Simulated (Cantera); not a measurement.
Input: 1 mol Al, 0.4 mol Cl2, 0.32 mol N2, 3.1 mol HCl, held at 1.00 bar.

These are equilibrium values from Cantera (NASA tables, ideal gas, pure condensed phases), not measurements of a reactor. Candidate condensed phases: Al, AlCl3, AlN, NH4Cl; 20 gas species. Kinetics and transport are ignored. All values below are at 402 °C.

Base state: H2 0.381, HCl 0.313, Al2Cl6 0.154, N2 0.111, AlCl3 0.0406, NH3 0.00102 (mole fractions); condensed: gas only.

Problem. What changes in the equilibrium state with this change: N2 from 0.32 to 37 mol?

Solution. 
| species | before | after |
|---|---|---|
| N2 | 0.111 | 0.932 |
| H2 | 0.381 | 0.0276 |
| HCl | 0.313 | 0.0227 |
| Al2Cl6 | 0.154 | 0.00797 |
| AlCl3 | 0.0406 | 0.00926 |
| NH3 | 0.00102 | 5.81e-5 |
